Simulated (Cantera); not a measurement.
An adiabatic, constant-pressure homogeneous reactor starts with C₂H₄ : O₂ : N₂ : H₂O = 1 : 3.75 : 14.1 : 0.13 (molar parts), at 1125 K and 100000 Pa.

Computed with Cantera and GRI-Mech 3.0 (53 species, 325 reactions). GRI-Mech 3.0 was tuned for natural gas; its chemistry of ethylene as a main component is partial and can be far from experiment.

x: mole fraction; the columns are a selection and need not sum to one.

```csv
t (s),T (K),x C₂H₄,x O₂,x NO,x CH₃,x CH₂O,x OH
2.00e-6,1125,0.0527,0.198,<1e-12,<1e-12,<1e-12,<1e-12
4.93e-6,1125,0.0527,0.198,<1e-12,<1e-12,<1e-12,<1e-12
1.21e-5,1125,0.0527,0.198,<1e-12,<1e-12,<1e-12,<1e-12
2.99e-5,1125,0.0527,0.198,<1e-12,3.61e-12,3.10e-12,<1e-12
7.37e-5,1125,0.0527,0.198,<1e-12,1.30e-11,1.16e-11,<1e-12
0.000182,1125,0.0527,0.198,<1e-12,4.59e-11,4.69e-11,<1e-12
0.000447,1125,0.0527,0.198,<1e-12,2.33e-10,2.95e-10,2.18e-12
0.00110,1125,0.0527,0.198,<1e-12,?,?,3.77e-11
0.00271,2375,<1e-12,0.0518,0.000149,<1e-12,6.91e-11,0.0159
0.00669,2583,<1e-12,0.0442,?,<1e-12,3.64e-11,0.0125
0.0165,2577,<1e-12,0.0420,0.0102,<1e-12,3.62e-11,0.0121
0.0406,2575,<1e-12,0.0415,0.0112,<1e-12,3.61e-11,0.0121
0.100,2575,<1e-12,0.0415,0.0112,<1e-12,3.61e-11,0.0121
```

Q: Complete the blanks.

A: 
- 0.00110, x CH₃: 4.53e-9
- 0.00110, x CH₂O: 6.70e-9
- 0.00669, x NO: 0.00542
